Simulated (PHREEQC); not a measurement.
Consider water at 80 °C with 0.06 mol/kgw HF, 0.00067 mol/kgw H2SiF6, 0.24 mol/kgw H3PO4 and 0.029 mol/kgw HCl. Closed to the air; pH follows from the charge balance.

Model: ion-association model, phreeqc.dat, run in PHREEQC.

No solid was allowed to form.

Task: Predict the pH.

Result: pH 1.34.

Task: In which forms is P present?

Result: H3PO4 90 %, H2PO4- 9.8 % of the P.

Species that the database lacks are ignored. At this temperature some constants are extrapolated from 25 °C, and those without enthalpy data are left unchanged. SiF6-2 is the database's only silicon fluoride.
